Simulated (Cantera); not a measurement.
A closed system holds: 1 mol n-butane, 2.2 mol H2, equilibrated at 6.30 bar.

Cantera equilibrium calculation (NASA polynomials, part measured and part estimated; ideal gas, pure solids and liquids). Candidate condensed phases: C, C6H6, C7H8, C8H18; 76 gas species. Equilibrium is a limit: real reactors are often held back by kinetics, nucleation or transport. All values below are at 1700 K.

Base state: H2 0.993, CH4 0.00680, C2H2 (acetylene) 7.29e-5, H 5.85e-5, C2H4 2.22e-5 (mole fractions); condensed: C(graphite).

What changes in the equilibrium state with this change: n-butane replaced by C2H5OH?


```csv
species,before,after
H2,0.993,0.833
CO,0,0.162
CH4,0.00680,0.00479
H2O,0,0.000409
CO2,0,2.33e-5
C2H4,2.22e-5,1.56e-5
C2H2 (acetylene),7.29e-5,6.11e-5
"C(graphite), mol",3.95,0.972
```
Further candidate phases: H2O.

What changes in the equilibrium state with this change: pressure from 6.30 bar to 13.3 mbar?


```tsv
species	before	after
H2	0.993	0.999
H	5.85e-5	0.00128
C2H2 (acetylene)	7.29e-5	7.33e-5
CH4	0.00680	1.46e-5
C2H4	2.22e-5	4.76e-8
C(graphite), mol	3.95	4.00
```
